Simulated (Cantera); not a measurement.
Input: 1 mol K2SO4, 3.6 mol H2O, a varied amount of H2, at 1250 K and 101000 Pa.

Equilibrium computed with Cantera from the NASA thermochemical tables; the gas is ideal and each condensed phase is pure. Candidate condensed phases: H2O, H2SO4, K, KOH, KO2, K2O, K2O2, K2S, K2SO4, S; 26 gas species. Mutual solubility and eutectic melting of coexisting phases are not modelled. Rates play no part.

Task: At 1.1 mol H2, list the 7 most abundant gas species with their mole fractions, and the condensed phases.

Result: H2O 0.846, H2 0.142, KOH 0.00766, H2S 0.00398, K 0.000214, K2(OH)2 6.44e-5, SO2 1.49e-5. Condensed: K2S(l) + K2SO4(s).
